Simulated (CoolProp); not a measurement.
Properties of normal hydrogen along the isobar 31.3 bar (Tc = -240.0 °C, pc = 12.96 bar, ω = -0.219).

Computed with CoolProp (reference Helmholtz-energy equation of state, Leachman 2009).

| T (°C) | phase | Z | cp (kJ/(kg K)) | viscosity (µPa s) | conductivity (mW/(m K)) |
|---|---|---|---|---|---|
| -242.35 | liquid | 0.3981 | 14.66 | 8.42 | 105 |
| -223.05 | supercritical | 0.7642 | 18.34 | 3.22 | 58.1 |
| -203.85 | supercritical | 0.9336 | 12.98 | 3.52 | 61.4 |
| -184.65 | supercritical | 0.9851 | 12.18 | 4.03 | 70.2 |
| -165.35 | supercritical | 1.006 | 12.23 | 4.54 | 80.8 |
| -146.15 | supercritical | 1.015 | 12.54 | 5.04 | 92.4 |
| -126.85 | supercritical | 1.019 | 12.91 | 5.53 | 104 |
| -107.65 | supercritical | 1.021 | 13.25 | 6.00 | 117 |
| -88.45 | supercritical | 1.022 | 13.54 | 6.45 | 128 |
| -69.15 | supercritical | 1.022 | 13.78 | 6.90 | 140 |
| -49.95 | supercritical | 1.021 | 13.97 | 7.33 | 151 |
| -30.65 | supercritical | 1.021 | 14.13 | 7.75 | 161 |
| -11.45 | supercritical | 1.020 | 14.24 | 8.17 | 171 |
| 7.75 | supercritical | 1.019 | 14.33 | 8.57 | 181 |
| 27.05 | supercritical | 1.018 | 14.39 | 8.97 | 190 |
| 46.25 | supercritical | 1.018 | 14.44 | 9.35 | 199 |

Viscosity comes from a separate model (Muzny 2013). Thermal conductivity comes from a separate model (Assael 2011).
